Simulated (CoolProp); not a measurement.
Vapour-liquid equilibrium of ethanol (1) + p-xylene (2) at 69.75 °C; x and y are mole fractions of (1).

Computed with CoolProp (multi-fluid Helmholtz-energy mixture model, Schroeder 2014 and Zhou 2012; pair parameters Bell 2016).

```json
[
 {"x": "0.05", "bubble pressure (bar)": "0.3188", "y at the bubble point": "0.683", "dew pressure at overall composition x (bar)": "0.1094", "liquid density (mol/L)": "7.891"},
 {"x": "0.2", "bubble pressure (bar)": "0.5614", "y at the bubble point": "0.832", "dew pressure at overall composition x (bar)": "0.1297", "liquid density (mol/L)": "8.546"},
 {"x": "0.35", "bubble pressure (bar)": "0.5992", "y at the bubble point": "0.846", "dew pressure at overall composition x (bar)": "0.1591", "liquid density (mol/L)": "9.350"},
 {"x": "0.5", "bubble pressure (bar)": "0.6065", "y at the bubble point": "0.850", "dew pressure at overall composition x (bar)": "0.2056", "liquid density (mol/L)": "10.35"},
 {"x": "0.65", "bubble pressure (bar)": "0.6246", "y at the bubble point": "0.863", "dew pressure at overall composition x (bar)": "0.2899", "liquid density (mol/L)": "11.61"},
 {"x": "0.8", "bubble pressure (bar)": "0.6581", "y at the bubble point": "0.900", "dew pressure at overall composition x (bar)": "0.4861", "liquid density (mol/L)": "13.23"},
 {"x": "0.95", "bubble pressure (bar)": "0.6990", "y at the bubble point": "0.969", "dew pressure at overall composition x (bar)": "0.6894", "liquid density (mol/L)": "15.33"}
]
```

No azeotrope shows between x = 0.05 and 0.95.

Pair parameters are fitted to limited data, so mixtures are less certain than the pure fluids. With so large a gap from Raoult's law the liquid may split in two, which this calculation doesn't test in full.
